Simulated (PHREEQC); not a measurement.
A made-up water analysis in mg/L, 20 °C, pH 7.16, pe 11.5: Na 64.9; K 145; Ca 125; Mg 22.1; Cl 90.2; S(6) as SO4 332; Alkalinity as HCO3 297; N(5) as NO3 0.312; Li 0.687.

Valence states are taken as typed.

The numbers come from PHREEQC with the ion-association model, phreeqc.dat.

No solid was allowed to form.

Question: Order these S species by the share of S that they hold, largest first: CaSO4, NaSO4-, SO4-2, KSO4-, MgSO4.

Answer: SO4-2 (81 %), CaSO4 (13 %), MgSO4 (4.3 %), KSO4- (1.1 %), NaSO4- (0.65 %)

The pH is 7.16 and the ionic strength 0.0193 mol/kgw.
